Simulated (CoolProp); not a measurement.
CH3F (R41) along the isotherm 203.8 K: fugacity coefficient from the reference equation and from simpler models built on Tc = 317.3 K, pc = 5.906 MPa, ω = 0.200; each cubic takes its own stable root.

Values from CoolProp's reference Helmholtz-energy equation of state, Lemmon 2006. It is a short technical equation, of lower accuracy than the large ones.

| p (MPa) | phase | reference |
|---|---|---|
| 0.681 | liquid | 0.2284 |
| 1.36 | liquid | 0.1162 |
| 2.04 | liquid | 0.07870 |
| 2.73 | liquid | 0.05976 |
| 3.41 | liquid | 0.04860 |
| 4.09 | liquid | 0.04116 |
| 4.77 | liquid | 0.03585 |
| 5.45 | liquid | 0.03188 |
| 6.13 | liquid | 0.02879 |
| 6.81 | liquid | 0.02632 |
| 7.5 | liquid | 0.02429 |
| 8.18 | liquid | 0.02262 |
| 8.86 | liquid | 0.02121 |

Q: How far does each simpler model (van der Waals, Peng-Robinson) lie from the reference over these 13 states: mean and median of the absolute difference, and the worst?

A: 
- van der Waals: mean 366.4 %, median 368.9 %, worst +408.3 % at 203.8 K and 8.86 MPa
- Peng-Robinson: mean 1.8 %, median 1.8 %, worst +2.9 % at 203.8 K and 8.86 MPa

At some of these states van der Waals gives the other phase, because its saturation line lies elsewhere.
